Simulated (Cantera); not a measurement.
Charge: 1 mol CsCl, 0.45 mol HCl, 0.17 mol N₂, held at 13.3 mbar.

Cantera equilibrium calculation (NASA polynomials, part measured and part estimated; ideal gas, pure solids and liquids). Candidate condensed phases: Cs, CsCl, NH₄Cl; 16 gas species. The numbers say what is thermodynamically allowed, not how fast it happens.

At 1677 °C, list the 6 most abundant gas species with their mole fractions, and the condensed phases.

CsCl 0.610, HCl 0.255, N₂ 0.104, Cl 0.0197, H₂ 0.00929, H 0.000957. Condensed: gas only.
